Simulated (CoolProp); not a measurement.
A Linde-Hampson liquefier for nitrogen: isothermal reversible compression at 230 K from 1 atm to 20 MPa, throttling to 1 atm, return gas leaving the recuperator 2 K below the feed. Each further row changes one setting.

Model: reference Helmholtz-energy equation of state, Span 2000, in CoolProp.

```csv
case,liquid yield per pass,compression work (kJ/kg of gas)
as stated,…,351
high pressure 40 MPa,…,…
warm-end temperature 260 K,…,…
warm-end gap 7 K,…,351
```

Question: Complete the blanks.

Answer: 
- as stated, liquid yield per pass: 0.156
- high pressure 40 MPa, liquid yield per pass: 0.185
- high pressure 40 MPa, compression work (kJ/kg of gas): 403
- warm-end temperature 260 K, liquid yield per pass: 0.109
- warm-end temperature 260 K, compression work (kJ/kg of gas): 404
- warm-end gap 7 K, liquid yield per pass: 0.144
